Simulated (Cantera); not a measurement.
## Equilibrium for silicon carbide growth: SiH2Cl2 + C2H2 + H2 + CH4

Input: 1 mol SiH2Cl2, 0.09 mol C2H2, 2.8 mol H2, 0.35 mol CH4, held at 6800 Pa.

Equilibrium computed with Cantera from the NASA thermochemical tables; the gas is ideal and each condensed phase is pure. Candidate condensed phases: C, C6H6, C7H8, C8H18, Si, SiC; 109 gas species. The tables' values for SiCl, SiCl3 are old estimates; treat these amounts as uncertain. Gases not in the tables: Si2H6 and higher silanes. Rates play no part.

| T (K) | x H2 | x HCl | x H | x SiCl2 | x Si | x Cl | x SiC2 | x SiCl | x SiCl3 | x Si2C | n SiC(s) | n C(graphite) |
|---|---|---|---|---|---|---|---|---|---|---|---|---|
| 1448 | 0.750 | 0.164 | 3.06e-5 | 0.0641 | 2.49e-8 | 5.46e-6 | <1e-12 | 1.42e-6 | 0.0112 | 2.48e-11 | 0.530 | 0 |
| 1648 | 0.731 | 0.184 | 0.000292 | 0.0786 | 1.81e-6 | 5.76e-5 | 6.64e-12 | 2.35e-5 | 0.00463 | 7.91e-9 | 0.530 | 0 |
| 1848 | 0.726 | 0.188 | 0.00173 | 0.0817 | 5.38e-5 | 0.000340 | 2.70e-9 | 0.000202 | 0.00193 | 7.32e-7 | 0.530 | 0 |
| 2048 | 0.718 | 0.189 | 0.00728 | 0.0806 | 0.000792 | 0.00142 | 3.41e-7 | 0.00109 | 0.000915 | 2.64e-5 | 0.530 | 0 |
| 2248 | 0.692 | 0.198 | 0.0234 | 0.0711 | 0.00585 | 0.00485 | 2.20e-5 | 0.00371 | 0.000468 | 0.000403 | 0.527 | 0 |
| 2448 | 0.628 | 0.213 | 0.0605 | 0.0492 | 0.0207 | 0.0146 | 0.00106 | 0.00738 | 0.000221 | 0.00259 | 0.487 | 0 |
| 2648 | 0.503 | 0.191 | 0.126 | 0.0283 | 0.0588 | 0.0336 | 0.0227 | 0.0115 | 8.39e-5 | 0.0107 | 0 | 0.00501 |
x: gas mole fraction; n: condensed amount in mol.

From 1448 K to 2448 K the condensed part is SiC(s). At 2648 K the condensed part is C(graphite). The main Si-bearing gas is SiCl2 at 1448 K and Si at 2648 K.
